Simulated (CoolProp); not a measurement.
n-decane at 313.79 K and 1.09 MPa flows at 0.88 m/s in a round tube of 20 mm bore and 1.5 µm roughness, fully developed (64/Re and Nu = 3.66 if laminar; Colebrook and Gnielinski if turbulent). Each further row changes one setting.

Values from CoolProp's reference Helmholtz-energy equation of state, Lemmon 2006. It is a short technical equation, of lower accuracy than the large ones.

```tsv
case	Reynolds number	Darcy friction factor	pressure drop (Pa/m)	heat-transfer coefficient (W/(m² K))	mass flow (kg/h)
as stated	18200	0.0267	369	1060	712
velocity 1.76 m/s	36300	0.0227	1260	1980	1420
diameter 40 mm	36300	0.0226	156	987	2850
```

Viscosity comes from a separate model (Huber 2004). Thermal conductivity comes from a separate model (Huber 2005).
